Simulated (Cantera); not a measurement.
## Equilibrium for silicon epitaxy and polysilicon growth: SiCl4 + HCl + H2

Input: 1 mol SiCl4, 0.17 mol HCl, 650 mol H2, held at 1400 K and 0.0320 bar.

Equilibrium computed with Cantera from the NASA thermochemical tables; the gas is ideal and each condensed phase is pure. Candidate condensed phases: Si; 19 gas species. The numbers say what is thermodynamically allowed, not how fast it happens.

| Quantity | Result |
|---|---|
| x(H2) | 0.994 |
| x(HCl) | 0.00616 |
| x(SiCl2) | 0.000113 |
| x(H) | 2.71e-5 |
| n(Si(s)) | 0.925 mol |
| gas amount | 652.2 mol |
